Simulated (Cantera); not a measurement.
A closed system holds: 1 mol Al2O3, 0.52 mol C, 1.3 mol N2, held at 1648.15 K and 32.0 Pa.

Equilibrium computed with Cantera from the NASA thermochemical tables; the gas is ideal and each condensed phase is pure. Candidate condensed phases: Al, AlN, Al2O3, C; 32 gas species. Mutual solubility and eutectic melting of coexisting phases are not modelled. Rates play no part.

Base state: N2 0.683, CO 0.315, Al 0.00128, Al2O 0.000218 (mole fractions); condensed: AlN(s) + Al2O3(s).

### Question
What changes in the equilibrium state with this change: temperature from 1648.15 K to 1623.15 K?

### Answer
```
species          before     after
-------------  --------  --------
N2                0.683     0.684
CO                0.315     0.315
Al              0.00128  0.000627
Al2O           0.000218   8.77e-5
AlN(s), mol       0.344     0.345
Al2O3(s), mol     0.827     0.827
```
